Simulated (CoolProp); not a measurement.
Values from CoolProp's reference Helmholtz-energy equation of state, Gao 2020.

For ammonia, give the phase and the cv (kJ/(kg K)), fugacity coefficient at 412 K and 15.5 bar.


- 412 K and 15.5 bar: gas; cv 1.91, fugacity coefficient 0.953
